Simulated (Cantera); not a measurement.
What does this Cantera script print?

```python
import numpy as np
import cantera as ct

gas = ct.Solution("gri30.yaml")
gas.TPX = 1250, 13332, {'CO': 0.0027, 'O2': 0.009, 'H2O': 0.09, 'N2': 1}
reactor = ct.IdealGasConstPressureReactor(gas, energy="off", clone=False)
net = ct.ReactorNet([reactor])
net.rtol, net.atol = 1e-08, 1e-18
show = ['CO', 'O2', 'H2O', 'H2', 'O', 'CO2', 'H']
times = np.geomspace(0.0007, 2, 12)

steps = ct.SolutionArray(gas, extra=["t"])
rows = []
print(f"{'t/s':>10s}{'T/K':>9s}{'P/Pa':>11s}" + "".join(f"{s:>11s}" for s in show))
for t in times:
    while net.time < t:
        t_next = net.step()
        steps.append(gas.state, t=t_next)
    rows.append([np.interp(t, steps.t, y) for y in (steps.T, steps.P, *steps(*show).X.T)])
    print(f"{t:10.3e}{rows[-1][0]:9.1f}{rows[-1][1]:11.4g}" + "".join(f"{x:11.3e}" for x in rows[-1][2:]))
rate = np.gradient(steps.T, steps.t)
print("integrator steps:", len(steps.t))
if steps.T.max() > steps.T[0] + 200:
    print(f"time of steepest temperature rise: {steps.t[rate.argmax()]:.4e} s")
gas.TPX = 1250, 13332, {'CO': 0.0027, 'O2': 0.009, 'H2O': 0.09, 'N2': 1}
gas.equilibrate("TP")
print(f"equilibrium (TP): T = {gas.T:.1f} K  " + "  ".join(f"{s} {gas[s].X[0]:.3e}" for s in show))
```

Result:

```
       t/s      T/K       P/Pa         CO         O2        H2O         H2          O        CO2          H
 7.000e-04   1250.0  1.333e+04  2.451e-03  8.169e-03  8.169e-02  2.161e-11  1.069e-10  2.710e-10  3.217e-11
 1.443e-03   1250.0  1.333e+04  2.451e-03  8.169e-03  8.169e-02  1.671e-10  1.816e-10  8.415e-10  1.150e-10
 2.975e-03   1250.0  1.333e+04  2.451e-03  8.169e-03  8.169e-02  1.271e-09  4.518e-10  3.717e-09  4.476e-10
 6.132e-03   1250.0  1.333e+04  2.451e-03  8.169e-03  8.169e-02  1.368e-08  2.593e-09  3.097e-08  3.084e-09
 1.264e-02   1250.0  1.333e+04  2.450e-03  8.169e-03  8.169e-02  5.403e-07  8.538e-08  1.142e-06  1.048e-07
 2.606e-02   1250.0  1.333e+04  1.910e-03  7.968e-03  8.132e-02  2.460e-04  5.163e-05  5.407e-04  7.444e-05
 5.372e-02   1250.0  1.333e+04  1.159e-04  7.209e-03  8.096e-02  5.515e-04  9.485e-05  2.336e-03  1.803e-04
 1.107e-01   1250.0  1.333e+04  1.126e-05  6.993e-03  8.153e-02  1.588e-04  2.603e-05  2.442e-03  2.688e-05
 2.283e-01   1250.0  1.333e+04  2.541e-06  6.952e-03  8.171e-02  3.843e-05  6.251e-06  2.451e-03  3.196e-06
 4.706e-01   1250.0  1.333e+04  6.371e-07  6.947e-03  8.176e-02  1.016e-05  1.673e-06  2.453e-03  4.406e-07
 9.702e-01   1250.0  1.333e+04  1.823e-07  6.948e-03  8.178e-02  3.142e-06  5.269e-07  2.454e-03  7.716e-08
 2.000e+00   1250.0  1.333e+04  6.116e-08  6.950e-03  8.178e-02  1.131e-06  1.926e-07  2.454e-03  1.692e-08
integrator steps: 1129
equilibrium (TP): T = 1250.0 K  CO 4.388e-09  O2 6.924e-03  H2O 8.179e-02  H2 9.348e-08  O 1.588e-08  CO2 2.454e-03  H 4.075e-10
```

Cantera simulation using GRI-Mech 3.0 (53 species, 325 reactions); the numbers are that mechanism's predictions, not measurements.
